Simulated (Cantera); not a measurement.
An isothermal, constant-pressure homogeneous reactor starts with CH4 : H2O = 1 : 0.47 (molar parts), at 1800 K and 2900000 Pa.

Computed with Cantera and GRI-Mech 3.0 (53 species, 325 reactions). GRI-Mech 3.0 stops at C3 and has no aromatics, soot or wall deposition, so with more carbon than oxygen in the feed, carbon stays in small species such as C2H2 where larger ones or solid carbon would form. The pressure lies above the range GRI-Mech 3.0 was tuned for (to about 10 atm).

x: mole fraction; the columns are a selection and need not sum to one.

| t (s) | x CH4 | x H2O | x CH2CO | x C2H2 | x C2H |
|---|---|---|---|---|---|
| 2.00e-5 | 0.638 | 0.316 | 2.24e-7 | 0.000944 | 9.99e-10 |
| 0.000103 | 0.486 | 0.289 | 1.75e-5 | 0.0311 | 2.95e-8 |
| 0.000528 | 0.263 | 0.241 | 4.38e-5 | 0.0979 | 8.31e-8 |
| 0.00271 | 0.174 | … | 4.22e-5 | … | … |
| 0.0139 | 0.172 | 0.140 | 2.35e-5 | 0.0792 | 6.50e-8 |
| 0.0717 | 0.156 | 0.0489 | 8.91e-6 | 0.0414 | 3.15e-8 |
| 0.368 | 0.137 | 0.00299 | 5.49e-6 | 0.0254 | 1.86e-8 |
| 1.89 | 0.136 | 6.36e-5 | 5.34e-6 | 0.0245 | 1.79e-8 |
| 9.73 | 0.136 | 6.36e-5 | 5.34e-6 | 0.0245 | 1.79e-8 |
| 50.0 | 0.136 | 6.36e-5 | 5.34e-6 | 0.0245 | 1.79e-8 |

### Question
Some entries are withheld; supply them.

### Answer

- 0.00271, x H2O: 0.205
- 0.00271, x C2H2: 0.109
- 0.00271, x C2H: 9.49e-8
